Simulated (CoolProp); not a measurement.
Properties of sulfur dioxide along the isotherm 330.2 K.

Values from CoolProp's reference Helmholtz-energy equation of state, Gao 2016.

```tsv
p (bar)	phase	density (kg/m³)	cp (kJ/(kg K))
35	liquid	1279	1.444
70	liquid	1290	1.423
105	liquid	1299	1.405
140	liquid	1309	1.390
175	liquid	1317	1.376
210	liquid	1325	1.365
245	liquid	1333	1.354
280	liquid	1341	1.345
315	liquid	1348	1.336
350	liquid	1354	1.328
```
